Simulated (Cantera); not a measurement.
Input: 1 mol Si, 0.47 mol CO2, 500 mol H2, equilibrated at 2100 K and 1.00 bar.

Cantera equilibrium calculation (NASA polynomials, part measured and part estimated; ideal gas, pure solids and liquids). Candidate condensed phases: C, C6H6, C7H8, C8H18, H2O, Si, SiC, SiO2; 123 gas species. Mutual solubility and eutectic melting of coexisting phases are not modelled. Gases not in the tables: Si2H6 and higher silanes. Equilibrium is a limit: real reactors are often held back by kinetics, nucleation or transport.

Base state: H2 0.995, H 0.00311, SiO 0.00123, CO 0.000644, SiH2 0.000181, Si 0.000133, SiH 7.22e-5, CH4 2.54e-5 (mole fractions); condensed: Si(l) + SiC(s).

What changes in the equilibrium state with this change: CO2 from 0.47 to 0.11 mol?


```tsv
species	before	after
H2	0.995	0.996
H	0.00311	0.00311
SiO	0.00123	0.000288
CO	0.000644	0.000151
CH4	2.54e-5	2.55e-5
SiH2	0.000181	0.000182
SiH	7.22e-5	7.22e-5
Si	0.000133	0.000133
Si(l), mol	0.0586	0.644
SiC(s), mol	0.122	0.00927
```
